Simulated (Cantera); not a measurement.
A closed system holds: 1 mol NF₃, 1.1 mol H₂O, equilibrated at 22000 Pa.

Cantera equilibrium calculation (NASA polynomials, part measured and part estimated; ideal gas, pure solids and liquids). Candidate condensed phases: H₂O; 40 gas species. Kinetics and transport are ignored. All values below are at 2352 °C.

Base state: HF 0.538, F 0.196, O₂ 0.121, N₂ 0.118, O 0.0193, NO 0.00831, OH 0.000234, H 6.41e-5 (mole fractions); condensed: gas only.

Question: What changes in the equilibrium state with this change: H₂O from 1.1 to 0.16 mol?

Answer: 
| species | before | after |
|---|---|---|
| F | 0.196 | 0.746 |
| N₂ | 0.118 | 0.137 |
| HF | 0.538 | 0.0891 |
| O₂ | 0.121 | 0.0170 |
| O | 0.0193 | 0.00723 |
| OH | 0.000234 | 3.82e-6 |
| H | 6.41e-5 | 2.79e-6 |
| F₂ | 3.47e-6 | 5.04e-5 |
| NO | 0.00831 | 0.00336 |
